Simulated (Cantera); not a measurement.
Mixture: CH4 : H2 : O2 : N2 = 1 : 0.11 : 1.08 : 3.79 (molar parts), at 500000 Pa, adiabatic and at constant volume. Ignition delay is the time to a rise of 400 K.

Model: GRI-Mech 3.0 (53 species, 325 reactions), integrated in Cantera. Below about 1000 K GRI-Mech 3.0 lacks low-temperature oxidation paths. Below about 950 K walls govern HO2 and H2O2 in real vessels.

Problem. What does this change do: CH4 1 to 0.76 parts?

Solution. 
```json
[
 {"quantity": "delay at 923 K", "before": "0.109 s", "after": "0.112 s"},
 {"quantity": "delay at 1023 K", "before": "19.0 ms", "after": "14.5 ms"},
 {"quantity": "delay at 1123 K", "before": "7.26 ms", "after": "4.90 ms"},
 {"quantity": "delay at 1223 K", "before": "3.02 ms", "after": "2.05 ms"},
 {"quantity": "delay at 1323 K", "before": "1.21 ms", "after": "0.853 ms"},
 {"quantity": "apparent activation energy between 1273 and 1373 K", "before": "130 kJ/mol", "after": "130 kJ/mol"}
]
```

Problem. What does this change do: 0.3 parts H2O added?

Solution. 
```tsv
quantity	before	after
delay at 923 K	0.109 s	0.113 s
delay at 1023 K	19.0 ms	18.4 ms
delay at 1123 K	7.26 ms	6.82 ms
delay at 1223 K	3.02 ms	2.99 ms
delay at 1323 K	1.21 ms	1.27 ms
apparent activation energy between 1273 and 1373 K	130 kJ/mol	130 kJ/mol
```
